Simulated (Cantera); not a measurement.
**Gas-phase reforming**

A perfectly stirred reactor is fed with 24.5 % CH₄, 71.1 % H₂O, 4.41 % H₂, at 158 Torr; it is held at 1850 K, and followed from long to short residence time.

Detailed kinetics in Cantera: GRI-Mech 3.0 (53 species, 325 reactions).

```tsv
τ (s)	x CH₄	x H₂O	x H₂	x C₂H	x CH₂O	x O₂	x CH₂
0.74	0.00973	0.330	0.507	1.41e-7	1.65e-6	1.17e-8	6.05e-7
0.32	0.0149	0.362	0.479	2.93e-7	2.93e-6	1.36e-8	9.89e-7
0.14	0.0216	0.406	0.441	5.14e-7	5.18e-6	1.64e-8	1.54e-6
0.059	0.0313	0.461	0.391	7.77e-7	9.33e-6	2.07e-8	2.33e-6
0.025	0.0450	0.517	0.338	9.84e-7	1.63e-5	2.58e-8	3.32e-6
0.011	0.0643	0.565	0.287	1.04e-6	2.66e-5	3.08e-8	4.39e-6
0.0047	0.0928	0.605	0.234	9.27e-7	4.21e-5	3.48e-8	5.51e-6
0.0020	0.130	0.640	0.179	6.68e-7	6.26e-5	3.55e-8	6.50e-6
0.00086	0.170	0.670	0.125	3.52e-7	8.34e-5	2.84e-8	6.98e-6
0.00037	0.208	0.693	0.0797	1.00e-7	8.77e-5	1.40e-8	6.15e-6
0.00016	0.233	0.706	0.0537	9.23e-9	5.35e-5	2.87e-9	3.52e-6
```
x: mole fraction; the columns are a selection and need not sum to one.
